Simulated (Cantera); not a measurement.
Input (Python, Cantera) and output of one run.

```python
import numpy as np
import cantera as ct

gas_names = [...]  # 95 gases of nasa_gas.yaml made of C, F, H
cond_names = """
    C(gr) C6H6(L) C7H8(L) C8H18(L),n-octa
""".split()


# ... load() reads the species with a 1 bar reference pressure and builds the phases ...
atoms = {
    'CF4': {'C': 1, 'F': 4},
    'F2': {'F': 2},
    'H2': {'H': 2},
}
top_T = {'C(gr)': 4500}  # K; cautious upper limits of use, not melting points


# ... equilibrate(T, P, feed) seeds the gas with the atoms and calls Mixture.equilibrate('TP', solver="vcs", rtol=1e-11, max_steps=5000) ...
results = []
feed = {'CF4': 1, 'F2': 0.018, 'H2': 8.5}  # mol
P = 100000  # Pa
for T in [1625, 1700, 1775, 1850, 1925, 2000, 2075, 2150, 2225, 2300, 2375, 2450, 2525]:
    mix = equilibrate(T, P, feed)
    results.append((T, P, feed, dict(zip(mix.species_names, mix.species_moles))))
    x = sorted(zip(gas.X, gas.species_names), reverse=True)
    print(f"T = {T:g} K  P = {P:g} Pa  gas = {mix.phase_moles(0):.4g} mol")
    print("   x: " + "  ".join(f"{s} {v:.3e}" for v, s in x if v > 1e-06))
    print("   condensed (mol): " + ("  ".join(f"{mix.phase(i).name} {mix.phase_moles(i):.4g}"
          for i in range(1, mix.n_phases) if mix.phase_moles(i) > 1e-12) or "none"))
```

Result:

```
T = 1625 K  P = 100000 Pa  gas = 10.51 mol
   x: H2 6.154e-01  HF 3.839e-01  CH4 5.570e-04  H 5.535e-05  C2H2,acetylene 2.189e-05  H2F2 1.612e-06  C2H4 1.209e-06  CH3 1.020e-06
   condensed (mol): C(gr) 0.9936
T = 1700 K  P = 100000 Pa  gas = 10.51 mol
   x: H2 6.156e-01  HF 3.839e-01  CH4 4.150e-04  H 1.156e-04  C2H2,acetylene 4.518e-05  CH3 1.585e-06  H2F2 1.484e-06  C2H4 1.356e-06
   condensed (mol): C(gr) 0.9946
T = 1775 K  P = 100000 Pa  gas = 10.52 mol
   x: H2 6.156e-01  HF 3.838e-01  CH4 3.172e-04  H 2.271e-04  C2H2,acetylene 8.765e-05  CH3 2.371e-06  C2H4 1.505e-06  H2F2 1.377e-06
   condensed (mol): C(gr) 0.9948
T = 1850 K  P = 100000 Pa  gas = 10.52 mol
   x: H2 6.154e-01  HF 3.837e-01  H 4.226e-04  CH4 2.479e-04  C2H2,acetylene 1.610e-04  CH3 3.430e-06  C2H4 1.655e-06  H2F2 1.288e-06
   condensed (mol): C(gr) 0.9939
T = 1925 K  P = 100000 Pa  gas = 10.52 mol
   x: H2 6.151e-01  HF 3.837e-01  H 7.498e-04  C2H2,acetylene 2.817e-04  CH4 1.977e-04  CH3 4.815e-06  C2H4 1.805e-06  H2F2 1.212e-06
   condensed (mol): C(gr) 0.9919
T = 2000 K  P = 100000 Pa  gas = 10.52 mol
   x: H2 6.145e-01  HF 3.835e-01  H 1.275e-03  C2H2,acetylene 4.721e-04  CH4 1.603e-04  CH3 6.582e-06  C2H4 1.954e-06  H2F2 1.147e-06
   condensed (mol): C(gr) 0.9883
T = 2075 K  P = 100000 Pa  gas = 10.53 mol
   x: H2 6.136e-01  HF 3.834e-01  H 2.087e-03  C2H2,acetylene 7.614e-04  CH4 1.320e-04  CH3 8.783e-06  C2H4 2.101e-06  H2F2 1.091e-06
   condensed (mol): C(gr) 0.9824
T = 2150 K  P = 100000 Pa  gas = 10.53 mol
   x: H2 6.123e-01  HF 3.831e-01  H 3.300e-03  C2H2,acetylene 1.186e-03  CH4 1.101e-04  CH3 1.147e-05  C2H4 2.244e-06  F 1.497e-06  H2F2 1.041e-06
   condensed (mol): C(gr) 0.9736
T = 2225 K  P = 100000 Pa  gas = 10.54 mol
   x: H2 6.102e-01  HF 3.828e-01  H 5.060e-03  C2H2,acetylene 1.790e-03  CH4 9.282e-05  CH3 1.467e-05  F 2.968e-06  C2H4 2.380e-06  C4H2 2.142e-06
   condensed (mol): C(gr) 0.9609
T = 2300 K  P = 100000 Pa  gas = 10.56 mol
   x: H2 6.074e-01  HF 3.823e-01  H 7.542e-03  C2H2,acetylene 2.625e-03  CH4 7.899e-05  CH3 1.843e-05  F 5.633e-06  C4H2 4.645e-06  C2H4 2.507e-06  C2H 1.472e-06
   condensed (mol): C(gr) 0.9432
T = 2375 K  P = 100000 Pa  gas = 10.58 mol
   x: H2 6.035e-01  HF 3.816e-01  H 1.096e-02  C2H2,acetylene 3.748e-03  CH4 6.771e-05  CH3 2.273e-05  F 1.028e-05  C4H2 9.564e-06  C2H 3.692e-06  C2H4 2.622e-06  C2H2,vinylidene 1.870e-06
   condensed (mol): C(gr) 0.9191
T = 2450 K  P = 100000 Pa  gas = 10.6 mol
   x: H2 5.984e-01  HF 3.807e-01  H 1.554e-02  C2H2,acetylene 5.220e-03  CH4 5.834e-05  CH3 2.756e-05  C4H2 1.877e-05  F 1.809e-05  C2H 8.736e-06  C2H2,vinylidene 3.423e-06  C2H4 2.720e-06  CH2 1.460e-06
   condensed (mol): C(gr) 0.8872
T = 2525 K  P = 100000 Pa  gas = 10.63 mol
   x: H2 5.916e-01  HF 3.796e-01  H 2.156e-02  C2H2,acetylene 7.103e-03  CH4 5.045e-05  C4H2 3.525e-05  CH3 3.287e-05  F 3.083e-05  C2H 1.959e-05  C2H2,vinylidene 6.020e-06  C2H4 2.797e-06  CH2 2.500e-06  C3H3,propargyl 1.089e-06  CF 1.086e-06  C2H3,vinyl 1.030e-06
   condensed (mol): C(gr) 0.8458
```

These are equilibrium values from Cantera (NASA tables, ideal gas, pure condensed phases), not measurements of a reactor.
